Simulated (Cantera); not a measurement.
A Cantera script and its output.

```python
import numpy as np
import cantera as ct

gas = ct.Solution("gri30.yaml")
gas.TPX = 625, 190000, {'CH3OH': 1, 'O2': 1.07, 'N2': 4.03}
flame = ct.FreeFlame(gas, width=0.026)
flame.set_refine_criteria(ratio=3, slope=0.08, curve=0.16)
flame.transport_model = "mixture-averaged"
flame.solve(loglevel=0, auto=True)
z, T = flame.grid, flame.T
thick = (T[-1] - T[0]) / np.gradient(T, z).max()
show = ['CH3OH', 'O2', 'N2O', 'CH4', 'CH2', 'HO2']
print(f"laminar burning velocity  {flame.velocity[0] * 100:.3f} cm/s")
print(f"burnt temperature         {T[-1]:.1f} K")
print(f"thermal thickness         {thick * 1e3:.4f} mm")
print(f"grid points               {len(z)}")
z0 = z[flame.heat_release_rate.argmax()]
print(f"{'z/mm':>9s}{'T/K':>9s}{'u/(m/s)':>9s}" + "".join(f"{s:>11s}" for s in show))
rows = []
for k in (-3, -2, -1.5, -1, -0.5, -0.25, 0, 0.25, 0.5, 1, 2, 4, 8):
    zz = z0 + k * thick
    rows.append([k * thick, np.interp(zz, z, T), np.interp(zz, z, flame.velocity),
                 *(np.interp(zz, z, flame.X[gas.species_index(s)]) for s in show)])
    print(f"{rows[-1][0] * 1e3:9.3f}{rows[-1][1]:9.1f}{rows[-1][2]:9.3f}" + "".join(f"{x:11.3e}" for x in rows[-1][3:]))
```

Result:

```
laminar burning velocity  151.584 cm/s
burnt temperature         2252.8 K
thermal thickness         0.1238 mm
grid points               144
     z/mm      T/K  u/(m/s)      CH3OH         O2        N2O        CH4        CH2        HO2
   -0.371    625.4    1.523  1.632e-01  1.746e-01  1.949e-12  1.833e-07  5.932e-25  6.169e-07
   -0.248    628.7    1.542  1.619e-01  1.730e-01  2.726e-11  1.601e-06  4.416e-22  6.102e-06
   -0.186    640.2    1.584  1.599e-01  1.706e-01  1.480e-10  6.071e-06  1.392e-19  2.558e-05
   -0.124    709.7    1.789  1.525e-01  1.623e-01  1.333e-09  3.154e-05  2.724e-15  1.603e-04
   -0.062   1045.3    2.761  1.137e-01  1.290e-01  1.220e-08  1.595e-04  6.877e-10  1.185e-03
   -0.031   1399.3    3.846  6.278e-02  9.263e-02  3.045e-08  3.093e-04  6.276e-07  3.044e-03
    0.000   1760.8    5.035  1.046e-02  5.468e-02  5.550e-08  4.370e-04  1.884e-05  1.939e-03
    0.031   1903.0    5.492  2.247e-04  3.079e-02  5.902e-08  2.210e-04  1.047e-05  9.265e-05
    0.062   1951.6    5.617  1.488e-06  1.653e-02  5.582e-08  4.693e-05  1.746e-06  1.412e-05
    0.124   2006.8    5.739  7.398e-09  6.237e-03  4.820e-08  1.155e-06  5.535e-08  5.511e-06
    0.248   2066.4    5.870  1.052e-11  2.966e-03  3.935e-08  1.546e-09  1.065e-10  2.785e-06
    0.495   2126.9    6.016  2.292e-14  1.720e-03  3.210e-08  4.593e-13  9.071e-14  1.604e-06
    0.990   2180.0    6.146  1.977e-14  8.557e-04  2.485e-08  3.248e-13  6.056e-14  7.816e-07
```

Detailed kinetics in Cantera: GRI-Mech 3.0 (53 species, 325 reactions). GRI-Mech 3.0 was tuned for natural gas; its chemistry of methanol as a main component is partial and can be far from experiment. Burning velocities carry a grid error of a few per cent, more on coarse grids.
